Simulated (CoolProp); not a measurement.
Vapour-liquid equilibrium of CH2F2 (R32) (1) + R125 (2) at 1.71 MPa; x and y are mole fractions of (1).

Model: multi-fluid Helmholtz-energy mixture model, Tillner-Roth 1997 and Lemmon 2005; pair parameters Lemmon 2004, in CoolProp.

```csv
x,"bubble temperature, mixture model (°C)","bubble temperature, Raoult's law (°C)","y, mixture model","y, Raoult's law"
0.05,32.7,33.0,0.061,0.061
0.15,31.3,32.1,0.178,0.178
0.25,30.0,31.2,0.289,0.291
0.35,28.9,30.4,0.393,0.398
0.45,27.9,29.5,0.491,0.501
0.55,27.1,28.8,0.584,0.600
0.65,26.4,28.0,0.675,0.695
0.75,25.9,27.2,0.765,0.786
0.85,25.6,26.5,0.856,0.874
0.95,25.4,25.8,0.950,0.959
```

The largest gap from Raoult's law is -1.7 K in bubble temperature, at x = 0.55. No azeotrope shows between x = 0.05 and 0.95.

The pair parameters rest on a limited set of measurements; away from them the model extrapolates.
